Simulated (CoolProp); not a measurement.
Vapour pressure (MPa) of R13: the reference equation beside estimates from Tc = 303.0 K, pc = 3.973 MPa, ω = 0.175.

Values from CoolProp's reference Helmholtz-energy equation of state, Platzer 1990. This equation is an older, rougher fit; its heat capacities, sound speeds and derivatives of the liquid may be far off and weren't checked against measurements.

```csv
T (K),reference,van der Waals,Redlich-Kwong,Peng-Robinson
143.6,0.002789,0.07604,0.004126,0.002892
148,0.004341,0.09398,0.006435,0.004459
152.5,0.006618,0.1153,0.009803,0.006744
156.9,0.009727,0.1393,0.01436,0.009850
161.4,0.01406,0.1673,0.02066,0.01417
165.8,0.01972,0.1983,0.02877,0.01978
170.3,0.02729,0.2340,0.03949,0.02729
174.7,0.03682,0.2729,0.05277,0.03670
179.1,0.04883,0.3161,0.06928,0.04857
```

Absolute difference from the reference over all 9 rows, mean and median: van der Waals 1289.7 and 1089.9 %, Redlich-Kwong 46.1 and 46.9 %, Peng-Robinson 1.3 and 0.8 %.
